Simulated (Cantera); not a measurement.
Cantera run, input and output.

```python
import numpy as np
import cantera as ct

gas = ct.Solution("gri30.yaml")
gas.TPX = 975, 1333, {'H2': 0.05, 'O2': 1}
reactor = ct.IdealGasConstPressureReactor(gas, energy="off", clone=False)
net = ct.ReactorNet([reactor])
net.rtol, net.atol = 1e-08, 1e-18
show = ['H2', 'O2', 'H', 'O', 'H2O', 'HO2']
times = np.geomspace(1e-05, 2, 11)

steps = ct.SolutionArray(gas, extra=["t"])
rows = []
print(f"{'t/s':>10s}{'T/K':>9s}{'P/Pa':>11s}" + "".join(f"{s:>11s}" for s in show))
for t in times:
    while net.time < t:
        t_next = net.step()
        steps.append(gas.state, t=t_next)
    rows.append([np.interp(t, steps.t, y) for y in (steps.T, steps.P, *steps(*show).X.T)])
    print(f"{t:10.3e}{rows[-1][0]:9.1f}{rows[-1][1]:11.4g}" + "".join(f"{x:11.3e}" for x in rows[-1][2:]))
rate = np.gradient(steps.T, steps.t)
print("integrator steps:", len(steps.t))
if steps.T.max() > steps.T[0] + 200:
    print(f"time of steepest temperature rise: {steps.t[rate.argmax()]:.4e} s")
gas.TPX = 975, 1333, {'H2': 0.05, 'O2': 1}
gas.equilibrate("TP")
print(f"equilibrium (TP): T = {gas.T:.1f} K  " + "  ".join(f"{s} {gas[s].X[0]:.3e}" for s in show))
```

Output:

```
       t/s      T/K       P/Pa         H2         O2          H          O        H2O        HO2
 1.000e-05    975.0       1333  4.762e-02  9.524e-01  2.116e-12  6.615e-14  2.069e-15  2.182e-12
 3.389e-05    975.0       1333  4.762e-02  9.524e-01  6.734e-12  7.204e-13  7.416e-14  7.406e-12
 1.149e-04    975.0       1333  4.762e-02  9.524e-01  2.004e-11  7.159e-12  2.272e-12  2.519e-11
 3.893e-04    975.0       1333  4.762e-02  9.524e-01  7.041e-11  6.843e-11  5.535e-11  8.635e-11
 1.320e-03    975.0       1333  4.762e-02  9.524e-01  9.355e-10  1.425e-09  2.109e-09  3.246e-10
 4.472e-03    975.0       1333  4.761e-02  9.524e-01  2.827e-06  4.454e-06  7.404e-06  1.216e-07
 1.516e-02    975.0       1333  1.206e-03  9.344e-01  6.437e-03  1.347e-02  4.301e-02  7.473e-06
 5.137e-02    975.0       1333  1.456e-04  9.484e-01  3.559e-04  2.493e-03  4.815e-02  4.193e-06
 1.741e-01    975.0       1333  1.314e-05  9.509e-01  9.934e-06  2.404e-04  4.869e-02  1.302e-06
 5.901e-01    975.0       1333  1.121e-06  9.512e-01  3.037e-07  2.337e-05  4.876e-02  2.575e-07
 2.000e+00    975.0       1333  1.213e-07  9.512e-01  1.466e-08  3.084e-06  4.877e-02  4.596e-08
integrator steps: 1408
equilibrium (TP): T = 975.0 K  H2 1.775e-11  O2 9.512e-01  H 4.201e-14  O 6.134e-10  H2O 4.878e-02  HO2 4.553e-10
```

Detailed kinetics in Cantera: GRI-Mech 3.0 (53 species, 325 reactions). Radical loss at walls, strong at low pressure, is not modelled. The temperature is held fixed by assumption; the heat of reaction is taken as removed at once.
